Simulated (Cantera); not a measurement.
**Aluminium and copper etching: Al + Cl2 + N2**

A closed system holds: 1 mol Al, a varied amount of Cl2, 9.3 mol N2, equilibrated at 1098.15 K and 0.133 bar.

Equilibrium computed with Cantera from the NASA thermochemical tables; the gas is ideal and each condensed phase is pure. Candidate condensed phases: Al, AlCl3, AlN; 11 gas species. Equilibrium is a limit: real reactors are often held back by kinetics, nucleation or transport.

| n(Cl2) (mol) | x N2 | x Cl2 | x AlCl3 | x Cl | x Al2Cl6 | x AlCl2 | x AlCl | n AlN(s) |
|---|---|---|---|---|---|---|---|---|
| 1.2 | 0.920 | 7.64e-12 | 0.0799 | 1.12e-8 | 2.48e-5 | 6.39e-6 | 3.22e-8 | 0.200 |
| 1.5 | 0.903 | 5.11e-9 | 0.0970 | 2.90e-7 | 3.65e-5 | 3.00e-7 | 5.84e-11 | 0 |
| 2 | 0.861 | 0.0458 | 0.0925 | 0.000868 | 3.32e-5 | 9.55e-11 | <1e-12 | 0 |
| 2.5 | 0.823 | 0.0878 | 0.0884 | 0.00120 | 3.03e-5 | 6.59e-11 | <1e-12 | 0 |
| 3.3 | 0.768 | 0.148 | 0.0825 | 0.00156 | 2.64e-5 | 4.75e-11 | <1e-12 | 0 |
| 4.3 | 0.709 | 0.213 | 0.0762 | 0.00187 | 2.26e-5 | 3.65e-11 | <1e-12 | 0 |
| 5.5 | 0.650 | 0.278 | 0.0698 | 0.00214 | 1.89e-5 | 2.93e-11 | <1e-12 | 0 |
| 7.1 | 0.584 | 0.351 | 0.0628 | 0.00240 | 1.53e-5 | 2.34e-11 | <1e-12 | 0 |
x: gas mole fraction; n: condensed amount in mol.

At 1.2 mol Cl2 the condensed part is AlN(s). From 1.5 mol Cl2 to 7.1 mol Cl2 nothing is condensed. The main Al-bearing gas is AlCl3 throughout.
